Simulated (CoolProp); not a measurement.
Properties of R22 at several states (Tc = 369.3 K, pc = 4.990 MPa, ω = 0.221).

Values from CoolProp's reference Helmholtz-energy equation of state, Kamei 1995.

| T (K) | p (MPa) | phase | isothermal compressibility (1/MPa) | fugacity coefficient |
|---|---|---|---|---|
| 124.2 | 8.03 | liquid | 0.0004525 | 4.422e-7 |
| 360.9 | 0.0191 | gas | 52.43 | 0.9986 |
| 466.9 | 0.0493 | gas | 20.31 | 0.9985 |
